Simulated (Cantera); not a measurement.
Input (Python, Cantera):

```python
import numpy as np
import cantera as ct

gas = ct.Solution("gri30.yaml")
gas.TPX = 475, 500000, {'C3H8': 1, 'O2': 7.25, 'N2': 34.8}
flame = ct.FreeFlame(gas, width=0.013)
flame.set_refine_criteria(ratio=3, slope=0.08, curve=0.16)
flame.transport_model = "mixture-averaged"
flame.solve(loglevel=0, auto=True)
z, T = flame.grid, flame.T
thick = (T[-1] - T[0]) / np.gradient(T, z).max()
show = ['C3H8', 'O2', 'HCN', 'H2', 'HCO', 'CH2CO']
print(f"laminar burning velocity  {flame.velocity[0] * 100:.3f} cm/s")
print(f"burnt temperature         {T[-1]:.1f} K")
print(f"thermal thickness         {thick * 1e3:.4f} mm")
print(f"grid points               {len(z)}")
z0 = z[flame.heat_release_rate.argmax()]
print(f"{'z/mm':>9s}{'T/K':>9s}{'u/(m/s)':>9s}" + "".join(f"{s:>11s}" for s in show))
rows = []
for k in (-3, -2, -1.5, -1, -0.5, -0.25, 0, 0.25, 0.5, 1, 2, 4, 8):
    zz = z0 + k * thick
    rows.append([k * thick, np.interp(zz, z, T), np.interp(zz, z, flame.velocity),
                 *(np.interp(zz, z, flame.X[gas.species_index(s)]) for s in show)])
    print(f"{rows[-1][0] * 1e3:9.3f}{rows[-1][1]:9.1f}{rows[-1][2]:9.3f}" + "".join(f"{x:11.3e}" for x in rows[-1][3:]))
```

It prints:

```
laminar burning velocity  19.269 cm/s
burnt temperature         1790.2 K
thermal thickness         0.1965 mm
grid points               137
     z/mm      T/K  u/(m/s)       C3H8         O2        HCN         H2        HCO      CH2CO
   -0.590    476.0    0.193  2.322e-02  1.683e-01  1.181e-11  3.323e-04  6.135e-19  6.090e-08
   -0.393    483.7    0.196  2.319e-02  1.676e-01  1.591e-10  7.264e-04  9.588e-16  1.069e-06
   -0.295    508.0    0.207  2.309e-02  1.654e-01  8.094e-10  1.117e-03  1.160e-13  6.562e-06
   -0.197    600.4    0.245  2.233e-02  1.572e-01  4.157e-09  1.707e-03  1.974e-11  4.127e-05
   -0.098    917.6    0.380  1.601e-02  1.277e-01  2.068e-08  2.476e-03  1.696e-08  2.682e-04
   -0.049   1205.2    0.504  6.811e-03  9.987e-02  3.989e-08  2.833e-03  7.858e-07  5.928e-04
    0.000   1507.3    0.635  2.023e-04  7.055e-02  6.396e-08  2.390e-03  6.387e-06  6.023e-04
    0.049   1646.3    0.690  5.254e-08  5.785e-02  3.949e-08  1.154e-03  4.456e-07  5.180e-05
    0.098   1705.8    0.712  1.086e-11  5.375e-02  1.366e-08  6.733e-04  1.361e-08  1.849e-06
    0.197   1755.6    0.731  6.350e-18  5.109e-02  2.242e-09  3.249e-04  5.529e-10  4.853e-09
    0.393   1780.5    0.740  1.975e-25  5.010e-02  2.704e-10  1.020e-04  2.398e-11  1.524e-12
    0.786   1788.3    0.743  4.282e-35  4.991e-02  3.592e-11  2.552e-05  6.933e-13  9.985e-16
    1.572   1790.0    0.743  1.245e-37  4.989e-02  6.376e-12  1.070e-05  6.107e-14  1.175e-16
```

Detailed kinetics in Cantera: GRI-Mech 3.0 (53 species, 325 reactions). GRI-Mech 3.0 was tuned for natural gas; its chemistry of propane as a main component is partial and can be far from experiment. Burning velocities carry a grid error of a few per cent, more on coarse grids.
